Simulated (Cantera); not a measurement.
Feed: 1 mol Fe, 0.68 mol Cl₂, 0.075 mol N₂, held at 1523 K and 0.360 bar.

These are equilibrium values from Cantera (NASA tables, ideal gas, pure condensed phases), not measurements of a reactor. Candidate condensed phases: Fe, FeCl₂, FeCl₃; 10 gas species. The numbers say what is thermodynamically allowed, not how fast it happens.

Base state: FeCl₂ 0.890, N₂ 0.100, Fe₂Cl₄ 0.00949, FeCl₃ 0.000459, Cl 3.30e-5 (mole fractions); condensed: Fe(γ).

What changes in the equilibrium state with this change: N₂ from 0.075 to 0.89 mol?


```csv
species,before,after
N₂,0.100,0.568
FeCl₂,0.890,0.429
Fe₂Cl₄,0.00949,0.00221
FeCl₃,0.000459,0.000154
Cl,3.30e-5,2.29e-5
"Fe(γ), mol",0.320,0.320
```
